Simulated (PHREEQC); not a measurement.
Dissolve 0.021 mol HF and 0.3 mol (CH3)4NF per kg of water at 5 °C. Closed to the air; pH follows from the charge balance.

The numbers come from PHREEQC with the ion-association model, phreeqc.dat.

| quantity | before | after |
|---|---|---|
| pH | 4.25 | 3.31 |
| ionic strength (mol/kgw) | 0.300 | 0.301 |
| F- (mol/kgw) | 0.290 | 0.187 |
| HF (mol/kgw) | 0.0111 | 0.0625 |
| HF2- (mol/kgw) | 0.00986 | 0.0359 |

### Question
What was changed between the two runs?
A. diluted 100-fold with water
B. diluted 10-fold with water
C. (CH3)4NF left out
D. 0.078 mol/kgw HCl added
E. HF from 0.021 to 0.0189 mol/kgw

### Answer
D, 0.078 mol/kgw HCl added

No solid was allowed to form. (CH3)4N+ isn't in the database: it is added as a free cation with an ion size of 4 Å. Constants without temperature data keep their 25 °C values here.
